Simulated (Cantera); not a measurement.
# Gas-phase reforming

An isothermal, constant-pressure homogeneous reactor starts with CH₄ : CO₂ : H₂ = 1 : 0.13 : 0.35 (molar parts), at 2175 K and 0.987 atm.

Detailed kinetics in Cantera: GRI-Mech 3.0 (53 species, 325 reactions). GRI-Mech 3.0 stops at C3 and has no aromatics, soot or wall deposition, so with more carbon than oxygen in the feed, carbon stays in small species such as C2H2 where larger ones or solid carbon would form.

| t (s) | x CH₄ | x CO₂ | x H₂ | x H₂O₂ | x H | x CH₂ | x C₂H |
|---|---|---|---|---|---|---|---|
| 0.000400 | 0.0230 | 0.00285 | 0.680 | 6.94e-12 | 0.00381 | 1.73e-5 | 3.37e-5 |
| 0.000959 | 0.0111 | 0.000663 | 0.695 | 4.79e-12 | 0.00404 | 1.07e-5 | 3.46e-5 |
| 0.00230 | 0.00728 | 0.000439 | 0.709 | 1.59e-12 | 0.00413 | 7.23e-6 | 3.31e-5 |
| 0.00551 | 0.00438 | 0.000150 | 0.722 | <1e-12 | 0.00417 | 4.11e-6 | 3.13e-5 |
| 0.0132 | 0.00200 | 1.06e-5 | 0.728 | <1e-12 | 0.00419 | 1.81e-6 | 3.07e-5 |
| 0.0316 | 0.00148 | 3.05e-8 | 0.729 | <1e-12 | 0.00420 | 1.34e-6 | 3.07e-5 |
| 0.0758 | 0.00148 | 1.16e-8 | 0.729 | <1e-12 | 0.00420 | 1.34e-6 | 3.07e-5 |
| 0.182 | 0.00148 | 1.16e-8 | 0.729 | <1e-12 | 0.00420 | 1.34e-6 | 3.07e-5 |
| 0.436 | 0.00148 | 1.16e-8 | 0.729 | <1e-12 | 0.00420 | 1.34e-6 | 3.07e-5 |
| 1.04 | 0.00148 | 1.16e-8 | 0.729 | <1e-12 | 0.00420 | 1.34e-6 | 3.07e-5 |
| 2.50 | 0.00148 | 1.16e-8 | 0.729 | <1e-12 | 0.00420 | 1.34e-6 | 3.07e-5 |
| 6.00 | 0.00148 | 1.16e-8 | 0.729 | <1e-12 | 0.00420 | 1.34e-6 | 3.07e-5 |
x: mole fraction; the columns are a selection and need not sum to one.

Equilibrium at this temperature and pressure: CH₄ 0.00148, CO₂ 1.16e-8, H₂ 0.729, H₂O₂ <1e-12, H 0.00420, CH₂ 1.34e-6, C₂H 3.07e-5 (gas phase only).
